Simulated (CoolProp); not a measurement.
Vapour-liquid equilibrium of carbon dioxide (1) + dimethyl ether (2) at -34.65 °C; x and y are mole fractions of (1).

The numbers come from the multi-fluid Helmholtz-energy mixture model, Span 1996 and Wu 2011; pair parameters Bell 2016 in CoolProp.

Question: Give the bubble pressure and the first vapour's composition at x = 0.05, 0.35, 0.5. Is there an azeotrope?

Answer: x = 0.05: 100.9 kPa, y = 0.384; x = 0.35: 375.2 kPa, y = 0.882; x = 0.5: 547.6 kPa, y = 0.937. No azeotrope shows between x = 0.05 and 0.95.

Pair parameters are fitted to limited data, so mixtures are less certain than the pure fluids.
